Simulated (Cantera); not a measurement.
Feed: 1 mol PbO, 2.7 mol CH4, 0.89 mol H2, 2.8 mol C, held at 0.000850 bar.

Equilibrium computed with Cantera from the NASA thermochemical tables; the gas is ideal and each condensed phase is pure. Candidate condensed phases: C, C6H6, C7H8, C8H18, H2O, Pb, PbO, PbO2, Pb3O4; 113 gas species. Equilibrium is a limit: real reactors are often held back by kinetics, nucleation or transport. All values below are at 2000 K.

Base state: H2 0.717, CO 0.118, Pb 0.118, H 0.0472, C2H2 (acetylene) 0.000551 (mole fractions); condensed: C(graphite).

**Question.** What changes in the equilibrium state with this change: pressure from 0.000850 bar to 0.0330 bar?

**Answer.** 
```json
[
 {"species": "H2", "before": "0.717", "after": "0.751"},
 {"species": "CO", "before": "0.118", "after": "0.120"},
 {"species": "Pb", "before": "0.118", "after": "0.120"},
 {"species": "H", "before": "0.0472", "after": "0.00776"},
 {"species": "C2H2 (acetylene)", "before": "0.000551", "after": "0.000577"},
 {"species": "C(graphite), mol", "before": "4.49", "after": "4.49"}
]
```
